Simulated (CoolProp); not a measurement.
Vapour-liquid equilibrium of cyclohexane (1) + n-heptane (2) at 91.1 kPa; x and y are mole fractions of (1).

The numbers come from the multi-fluid Helmholtz-energy mixture model, Zhou 2014 and Span 2003; pair parameters Bell 2016 in CoolProp.

| x | bubble temperature (K) | y at the bubble point | dew temperature at overall composition x (K) | liquid density (mol/L) |
|---|---|---|---|---|
| 0.05 | 366.8 | 0.081 | 367.2 | 6.258 |
| 0.125 | 365.1 | 0.194 | 366.1 | 6.404 |
| 0.2 | 363.5 | 0.296 | 365.0 | 6.555 |
| 0.275 | 362.0 | 0.390 | 363.8 | 6.712 |
| 0.35 | 360.5 | 0.476 | 362.6 | 6.874 |
| 0.425 | 359.1 | 0.555 | 361.4 | 7.042 |
| 0.5 | 357.8 | 0.627 | 360.1 | 7.217 |
| 0.575 | 356.5 | 0.694 | 358.7 | 7.399 |
| 0.65 | 355.3 | 0.756 | 357.4 | 7.589 |
| 0.725 | 354.2 | 0.814 | 355.9 | 7.786 |
| 0.8 | 353.1 | 0.868 | 354.5 | 7.993 |
| 0.875 | 352.0 | 0.920 | 352.9 | 8.208 |
| 0.95 | 351.0 | 0.969 | 351.4 | 8.434 |

No azeotrope shows between x = 0.05 and 0.95.

The pair parameters rest on a limited set of measurements; away from them the model extrapolates.
